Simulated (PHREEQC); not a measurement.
Alkaline etch or developer: an equilibrium model

Make-up at 20 °C: 0.0037 mol/kgw TMAH and 0.0013 mol/kgw CO2. Closed to the air; pH follows from the charge balance.

Model: ion-association model, phreeqc.dat, run in PHREEQC.

Each row changes one thing in this solution. Precipitation was switched off in this run.

| case | pH | ionic strength (mol/kgw) | CO3-2 (mol/kgw) | HCO3- (mol/kgw) |
|---|---|---|---|---|
| as made | 11.22 | 0.00487 | 0.00117 | 0.000133 |
| TMAH from 0.0037 to 0.00037 mol/kgw | 5.97 | 0.000371 | 1.57e-8 | 0.000371 |
| TMAH from 0.0037 to 0.037 mol/kgw | 12.62 | 0.0383 | 0.00130 | 4.43e-6 |
| temperature from 20 to 25 °C | 11.06 | 0.00483 | 0.00113 | 0.000167 |
| TMAH from 0.0037 to 0.0074 mol/kgw | 11.81 | 0.00867 | 0.00127 | 3.55e-5 |
| TMAH from 0.0037 to 0.00185 mol/kgw | 10.06 | 0.00232 | 0.000468 | 0.000832 |
| temperature from 20 to 5 °C | 11.76 | 0.00494 | 0.00124 | 6.19e-5 |

(CH3)4N+ isn't in the database: it is added as a free cation with an ion size of 4 Å. Constants without temperature data keep their 25 °C values here.
